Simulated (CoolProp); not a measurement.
Vapour-liquid equilibrium of hydrogen chloride (1) + n-butane (2) at 16.35 °C; x and y are mole fractions of (1).

The numbers come from the multi-fluid Helmholtz-energy mixture model, Thol 2018 and Bücker 2006; pair parameters Bell 2016 in CoolProp.

| x | bubble pressure (bar) | y at the bubble point | dew pressure at overall composition x (bar) | liquid density (mol/L) |
|---|---|---|---|---|
| 0.05 | 4.352 | 0.570 | 1.943 | 10.35 |
| 0.15 | 9.361 | 0.798 | 2.179 | [?] |
| 0.25 | 13.91 | 0.863 | [?] | 11.81 |
| 0.35 | [?] | 0.894 | 2.866 | 12.66 |
| 0.45 | 20.97 | 0.912 | 3.395 | [?] |
| 0.55 | 23.73 | 0.925 | 4.159 | 14.72 |
| 0.65 | 26.38 | 0.937 | 5.362 | 15.99 |
| 0.75 | 29.22 | 0.950 | 7.541 | 17.52 |
| 0.85 | 32.54 | 0.966 | 12.67 | 19.42 |
| 0.95 | 36.54 | [?] | 29.23 | 21.90 |

### Question
What belongs in the gaps?

### Answer

- 0.15, liquid density (mol/L): 11.04
- 0.25, dew pressure at overall composition x (bar): 2.477
- 0.35, bubble pressure (bar): 17.77
- 0.45, liquid density (mol/L): 13.62
- 0.95, y at the bubble point: 0.987

No azeotrope shows between x = 0.05 and 0.95.

The pair parameters rest on a limited set of measurements; away from them the model extrapolates. The gap from Raoult's law changes sign with composition, which may be real or a fault of the pair parameters; it wasn't checked against measurements.
